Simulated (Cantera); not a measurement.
## Stirred combustor or abatement burner

A perfectly stirred reactor is fed with CH4 : C2H6 : O2 : N2 : H2O = 1 : 0.14 : 4.08 : 32.2 : 1 (molar parts), at 1.70 bar; it is adiabatic with a 750 K inlet, and is followed from long to short residence time, starting on the burning branch (τ in s: 0.21, 0.11, 0.054, 0.027, 0.014, 0.0068, 0.0034, 0.0017, 0.00086, 0.00043, 0.00022, 0.00011, 5.4e-05).

Model: GRI-Mech 3.0 (53 species, 325 reactions), integrated in Cantera.

```
τ (s)    T (K)     x CH4   x C2H6    x O2      x CO    x N2O   x C2H2
-------  -----  --------  -------  ------  --------  -------  -------
0.21      1492   9.85e-6  3.59e-7  0.0414  0.000146  8.47e-7  5.97e-7
0.11      1491   1.50e-5  5.54e-7  0.0414  0.000229  9.81e-7  7.25e-7
0.054     1489   2.40e-5  8.91e-7  0.0415  0.000377  1.05e-6  8.72e-7
0.027     1485   3.80e-5  1.41e-6  0.0416  0.000614  1.02e-6  1.01e-6
0.014     1481   5.95e-5  2.20e-6  0.0419  0.000979  9.33e-7  1.13e-6
0.0068    1473   9.94e-5  3.63e-6  0.0423   0.00165  7.97e-7  1.23e-6
0.0034    1460  0.000170  6.09e-6  0.0430   0.00276  6.51e-7  1.32e-6
0.0017    1436  0.000323  1.14e-5  0.0445   0.00484  4.90e-7  1.47e-6
0.00086    750    0.0260  0.00364   0.106    <1e-12   <1e-12   <1e-12
0.00043    750    0.0260  0.00364   0.106    <1e-12   <1e-12   <1e-12
0.00022    750    0.0260  0.00364   0.106    <1e-12   <1e-12   <1e-12
0.00011    750    0.0260  0.00364   0.106    <1e-12   <1e-12   <1e-12
5.4e-5     750    0.0260  0.00364   0.106    <1e-12   <1e-12   <1e-12
```
x: mole fraction; the columns are a selection and need not sum to one.
